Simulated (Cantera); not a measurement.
A perfectly stirred reactor is fed with H₂ : O₂ : N₂ = 1.2 : 1 : 13 (molar parts), at 100.0 Torr; it is held at 1325 K, and followed from long to short residence time.

Model: the H2/O2 subset of GRI-Mech 3.0, which has no nitrogen chemistry, integrated in Cantera. The temperature is held fixed by assumption; the heat of reaction is taken as removed at once.

One state of this run: x H₂ = 0.0144; x O₂ = 0.0357; x H₂O = 0.0492; x OH = 0.00308; x HO₂ = 2.34e-6. x: mole fraction; the columns are a selection and need not sum to one.

**Question.** Which value of τ (s) does it belong to?
A) 0.0040
B) 0.00050
C) 0.089
D) 5.6

**Answer.** B, 0.00050
